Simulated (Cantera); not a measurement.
A jet of CH4 : O2 : N2 = 0.028 : 0.2 : 0.79 (molar parts), equivalence ratio 0.28 at 300 K and 25000 Pa hits a platinum plate 3.8 cm away at a mass flux of 0.059 kg/m²/s; the plate temperature is set and raised in steps from an oxygen-covered start.

Cantera simulation using Deutschmann's 1995 Pt surface mechanism with GRI-Mech 3.0 gas chemistry; the numbers are that mechanism's predictions, not measurements. Catalytic surfaces can have several steady states; this one follows from the mechanism file's or the stated starting coverage.

One state of this run: wall x CH4 = 0.00335; wall x O2 = 0.146; wall x H2O = 0.0441; wall x OH = 2.10e-6; wall x CO = 7.01e-6; wall x CO2 = 0.0287; θ free Pt = 0.433; θ O* = 0.566; θ OH* = 0.00148. x: mole fraction at the wall; θ: surface coverage.

### Question
Which value of plate T (K) does it belong to?
A) 1150
B) 1000
C) 1200
D) 900

### Answer
A, 1150
